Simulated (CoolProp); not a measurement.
Vapour-liquid equilibrium of dimethyl ether (1) + n-pentane (2) at 0.0124 MPa; x and y are mole fractions of (1).

The numbers come from the multi-fluid Helmholtz-energy mixture model, Wu 2011 and Thol 2019; pair parameters Bell 2016 in CoolProp.

```
x      bubble temperature, mixture model (K)  bubble temperature, Raoult's law (K)  y, mixture model  y, Raoult's law
-----  -------------------------------------  ------------------------------------  ----------------  ---------------
0.05                                       ?                                 249.6             0.333            0.431
0.125                                  241.8                                 240.1             0.675            0.701
0.2                                    232.5                                 233.6                 ?            0.819
0.275                                  225.4                                 228.8             0.916            0.881
0.35                                   220.3                                 225.1             0.950            0.918
0.425                                  216.8                                 222.0             0.967            0.942
0.5                                        ?                                 219.5             0.975            0.958
0.575                                  212.9                                 217.3             0.980            0.970
0.65                                   212.0                                 215.4             0.984            0.979
0.725                                  211.3                                 213.8             0.986            0.985
0.8                                    210.8                                 212.3             0.988            0.991
0.875                                  210.3                                 210.9             0.990            0.995
0.95                                   209.5                                 209.7             0.995            0.998
```

Question: Some entries are withheld; supply them.

Answer: 
- 0.05, bubble temperature, mixture model (K): 252.5
- 0.2, y, mixture model: 0.842
- 0.5, bubble temperature, mixture model (K): 214.4

The largest gap from Raoult's law is -5.2 K in bubble temperature, at x = 0.425. No azeotrope shows between x = 0.05 and 0.95.

The pair parameters rest on a limited set of measurements; away from them the model extrapolates. The gap from Raoult's law changes sign with composition, which may be real or a fault of the pair parameters; it wasn't checked against measurements.
